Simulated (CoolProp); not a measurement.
R1336mzz(E) along the isotherm 21.05 °C: fugacity coefficient from the reference equation and from simpler models built on Tc = 130.4 °C, pc = 27.79 bar, ω = 0.413; each cubic takes its own stable root.

Values from CoolProp's reference Helmholtz-energy equation of state, Akasaka 2023.

```tsv
p (bar)	phase	reference	Redlich-Kwong	Soave-Redlich-Kwong
4.38	liquid	0.3631	(withheld)	0.3674
8.77	liquid	0.1854	0.3601	0.1881
13.2	liquid	0.1259	0.2458	0.1282
17.5	liquid	0.09705	0.1903	0.09911
21.9	liquid	0.07927	0.1562	0.08120
26.3	liquid	0.06747	0.1335	0.06933
30.7	liquid	0.05908	0.1175	0.06089
35.1	liquid	0.05281	0.1055	0.05460
39.5	liquid	0.04797	0.09623	0.04974
43.8	liquid	(withheld)	(withheld)	0.04595
48.2	liquid	0.04104	(withheld)	0.04280
52.6	liquid	0.03843	0.07810	(withheld)
57	liquid	0.03625	(withheld)	0.03802
```

Complete the blanks.


- 4.38, Redlich-Kwong: 0.7018
- 43.8, reference: 0.04419
- 43.8, Redlich-Kwong: 0.08903
- 48.2, Redlich-Kwong: 0.08304
- 52.6, Soave-Redlich-Kwong: 0.04020
- 57, Redlich-Kwong: 0.07396
